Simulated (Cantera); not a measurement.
Stirred combustor or abatement burner

A perfectly stirred reactor is fed with C3H8 : O2 : N2 = 1 : 3.57 : 13.4 (molar parts), equivalence ratio 1.4, at 200000 Pa; it is adiabatic with a 700 K inlet, and is followed from long to short residence time, starting on the burning branch (τ in s: 0.045, 0.019, 0.0076, 0.0031, 0.0013, 0.00053, 0.00022, 9.1e-05, 3.7e-05, 1.5e-05).

Computed with Cantera and GRI-Mech 3.0 (53 species, 325 reactions). GRI-Mech 3.0 was tuned for natural gas; its chemistry of propane as a main component is partial and can be far from experiment.

| τ (s) | T (K) | x C3H8 | x O2 | x CH2CO | x C2H6 | x HCN | x CO |
|---|---|---|---|---|---|---|---|
| 0.045 | 2325 | 2.02e-7 | 0.000108 | 2.93e-7 | 3.30e-9 | 4.85e-6 | 0.0937 |
| 0.019 | 2318 | 4.27e-7 | 0.000179 | 5.31e-7 | 6.91e-9 | 9.19e-6 | 0.0937 |
| 0.0076 | 2308 | 9.24e-7 | 0.000315 | 9.41e-7 | 1.48e-8 | 1.66e-5 | 0.0936 |
| 0.0031 | 2295 | 1.95e-6 | 0.000551 | 1.62e-6 | 3.10e-8 | 2.80e-5 | 0.0935 |
| 0.0013 | 2279 | 4.08e-6 | 0.000953 | 2.86e-6 | 6.47e-8 | 4.56e-5 | 0.0935 |
| 0.00053 | 2259 | 9.09e-6 | 0.00172 | 5.66e-6 | 1.47e-7 | 7.52e-5 | 0.0937 |
| 0.00022 | 2233 | 2.12e-5 | 0.00326 | 1.26e-5 | 3.66e-7 | 0.000119 | 0.0944 |
| 9.1e-5 | 2188 | 5.48e-5 | 0.00685 | 3.39e-5 | 1.14e-6 | 0.000158 | 0.0960 |
| 3.7e-5 | 2055 | 0.000211 | 0.0191 | 0.000162 | 8.61e-6 | 0.000105 | 0.0999 |
| 1.5e-5 | 700 | 0.0556 | 0.199 | <1e-12 | <1e-12 | <1e-12 | <1e-12 |
x: mole fraction; the columns are a selection and need not sum to one.
